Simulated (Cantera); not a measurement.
**Equilibrium for iron carbonyl, mercury and lead vapours: Fe(CO)5 + O2 + N2**

A closed system holds: 1 mol Fe(CO)5, a varied amount of O2, 64 mol N2, equilibrated at 1575 K and 380 Pa.

Cantera equilibrium calculation (NASA polynomials, part measured and part estimated; ideal gas, pure solids and liquids). Candidate condensed phases: C, Fe, Fe(CO)5, FeO, Fe2O3, Fe3O4; 27 gas species. Mutual solubility and eutectic melting of coexisting phases are not modelled. The tables' stoichiometric FeO is somewhat more stable than real wüstite, so its field is too wide. FeO: taken at fixed stoichiometry. Rates play no part.

From 0.091 mol O2 to 0.23 mol O2 the condensed part is Fe(γ). From 0.38 mol O2 to 0.81 mol O2 the condensed part is Fe(γ) + FeO(s). From 0.96 mol O2 to 1.1 mol O2 the condensed part is FeO(s). The main Fe-bearing gas is Fe throughout.

| n(O2) (mol) | x N2 | x CO | x CO2 | x Fe | x FeO | x NO | x O | x O2 | n Fe(γ) | n FeO(s) |
|---|---|---|---|---|---|---|---|---|---|---|
| 0.091 | 0.927 | 0.0698 | 0.00264 | 0.000180 | 1.07e-7 | 3.59e-8 | 1.52e-9 | 7.65e-11 | 0.988 | 0 |
| 0.23 | 0.927 | 0.0658 | 0.00667 | 0.000180 | 2.87e-7 | 9.64e-8 | 4.07e-9 | 5.50e-10 | 0.988 | 0 |
| 0.38 | 0.927 | 0.0628 | 0.00970 | 0.000180 | 4.37e-7 | 1.47e-7 | 6.22e-9 | 1.28e-9 | 0.897 | 0.0905 |
| 0.52 | 0.927 | 0.0628 | 0.00970 | 0.000180 | 4.37e-7 | 1.47e-7 | 6.22e-9 | 1.28e-9 | 0.617 | 0.371 |
| 0.67 | 0.927 | 0.0628 | 0.00970 | 0.000180 | 4.37e-7 | 1.47e-7 | 6.22e-9 | 1.28e-9 | 0.317 | 0.671 |
| 0.81 | 0.927 | 0.0628 | 0.00970 | 0.000180 | 4.37e-7 | 1.47e-7 | 6.22e-9 | 1.28e-9 | 0.0370 | 0.951 |
| 0.96 | 0.927 | 0.0590 | 0.0135 | 0.000122 | 4.37e-7 | 2.17e-7 | 9.17e-9 | 2.79e-9 | 0 | 0.992 |
| 1.1 | 0.927 | 0.0550 | 0.0175 | 8.74e-5 | 4.37e-7 | 3.02e-7 | 1.28e-8 | 5.42e-9 | 0 | 0.994 |
x: gas mole fraction; n: condensed amount in mol.
